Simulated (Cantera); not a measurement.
An adiabatic, constant-pressure homogeneous reactor starts with 10.2 % CH₄, 0.427 % CO, 15.7 % O₂, 59.4 % N₂, 14.2 % H₂O, equivalence ratio 1.3, at 1500 K and 0.316 atm.

Cantera simulation using GRI-Mech 3.0 (53 species, 325 reactions); the numbers are that mechanism's predictions, not measurements.

Problem. Predict: time of steepest temperature rise; temperature at 0.200 s; equilibrium temperature; x(CO) at 0.200 s; x(O₂) at 0.200 s; x(H) at 0.200 s; x(H₂) at 0.200 s; x(N₂O) at 0.200 s; x(NO) at 0.200 s.

Solution. 
```
Quantity                                                             Value
---------------------------------  ---------------------------------------
time of steepest temperature rise                                  4.16 ms
temperature at 0.200 s                                              2544 K
equilibrium temperature                                             2544 K
x(CO) at 0.200 s                     0.0544 (gas-phase equilibrium 0.0544)
x(O₂) at 0.200 s                   0.00456 (gas-phase equilibrium 0.00456)
x(H) at 0.200 s                      0.0121 (gas-phase equilibrium 0.0121)
x(H₂) at 0.200 s                     0.0503 (gas-phase equilibrium 0.0503)
x(N₂O) at 0.200 s                  8.11e-8 (gas-phase equilibrium 8.11e-8)
x(NO) at 0.200 s                   0.00308 (gas-phase equilibrium 0.00308)
```
